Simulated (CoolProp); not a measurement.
Model: reference Helmholtz-energy equation of state, Lemmon 2006, in CoolProp. It is a short technical equation, of lower accuracy than the large ones.

Problem. For carbonyl sulfide, give the phase and the cp (kJ/(kg K)), cv (kJ/(kg K)), speed of sound (m/s) at 257.35 °C and 0.895 MPa; 215.55 °C and 0.0493 MPa; 272.25 °C and 27 MPa.

Solution. 
- 257.35 °C and 0.895 MPa: gas; cp 0.841, cv 0.691, speed of sound 294
- 215.55 °C and 0.0493 MPa: gas; cp 0.810, cv 0.671, speed of sound 285
- 272.25 °C and 27 MPa: supercritical; cp 1.32, cv 0.756, speed of sound 347
